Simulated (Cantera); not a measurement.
A perfectly stirred reactor is fed with 3.63 % CH4, 0.399 % C2H6, 20.1 % O2, 75.8 % N2, equivalence ratio 0.43, at 15.0 bar; it is adiabatic with a 598 K inlet, and is followed from long to short residence time, starting on the burning branch (τ in s: 0.26, 0.095, 0.035, 0.013, 0.0047, 0.0017, 0.00063, 0.00023, 8.5e-05, 3.1e-05, 1.2e-05).

Detailed kinetics in Cantera: GRI-Mech 3.0 (53 species, 325 reactions). The pressure lies above the range GRI-Mech 3.0 was tuned for (to about 10 atm).

x: mole fraction; the columns are a selection and need not sum to one.

| τ (s) | T (K) | x CH4 | x C2H6 | x O2 | x H2O | x HCN |
|---|---|---|---|---|---|---|
| 0.26 | 1589 | 4.01e-6 | 9.90e-8 | 0.115 | 0.0843 | 5.16e-10 |
| 0.095 | 1588 | [?] | [?] | 0.115 | 0.0843 | 7.30e-10 |
| 0.035 | 1586 | 2.20e-5 | 5.87e-7 | 0.115 | 0.0842 | 1.15e-9 |
| 0.013 | 1582 | 5.22e-5 | 1.47e-6 | 0.115 | 0.0841 | 1.91e-9 |
| 0.0047 | 1571 | [?] | [?] | 0.116 | 0.0838 | [?] |
| 0.0017 | 1529 | 0.000511 | 1.72e-5 | 0.119 | 0.0826 | 2.55e-9 |
| 0.00063 | 598 | 0.0363 | 0.00399 | 0.201 | <1e-12 | <1e-12 |
| 0.00023 | 598 | 0.0363 | 0.00399 | 0.201 | <1e-12 | <1e-12 |
| 8.5e-5 | 598 | 0.0363 | 0.00399 | 0.201 | <1e-12 | <1e-12 |
| 3.1e-5 | 598 | 0.0363 | 0.00399 | 0.201 | <1e-12 | <1e-12 |
| 1.2e-5 | 598 | 0.0363 | 0.00399 | 0.201 | <1e-12 | <1e-12 |

Q: Complete the blanks.

A: 
- 0.095, x CH4: 9.48e-6
- 0.095, x C2H6: 2.42e-7
- 0.0047, x CH4: 0.000139
- 0.0047, x C2H6: 4.19e-6
- 0.0047, x HCN: 2.97e-9
